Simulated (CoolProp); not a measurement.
The fluid at 293.15 K and 0.175 MPa expands adiabatically to 0.012 MPa with isentropic efficiency 0.9. The same conditions are run with several fluids, on thermodynamics alone (safety and materials aside).

Computed with CoolProp (reference Helmholtz-energy equation of state of each fluid (chlorine: Thol 2021; R507A: Lemmon 2003; R134a: Tillner-Roth 1994; carbon monoxide: Lemmon 2006)). Blends and air are pseudo-pure fits.

```json
[
 {"fluid": "chlorine", "work (kJ/kg)": "[?]", "final temperature (K)": "199.7", "final phase": "[?]", "final density (kg/m³)": "0.554"},
 {"fluid": "R507A", "work (kJ/kg)": "[?]", "final temperature (K)": "[?]", "final phase": "gas", "final density (kg/m³)": "0.636"},
 {"fluid": "R134a", "work (kJ/kg)": "49.0", "final temperature (K)": "[?]", "final phase": "gas", "final density (kg/m³)": "0.659"},
 {"fluid": "carbon monoxide", "work (kJ/kg)": "146", "final temperature (K)": "[?]", "final phase": "gas", "final density (kg/m³)": "0.266"}
]
```

### Question
Complete the blanks.

### Answer

- chlorine, work (kJ/kg): 62.4
- chlorine, final phase: two-phase, vapour fraction 0.931
- R507A, work (kJ/kg): 50.8
- R507A, final temperature (K): 225.5
- R134a, final temperature (K): 225.1
- carbon monoxide, final temperature (K): 151.9
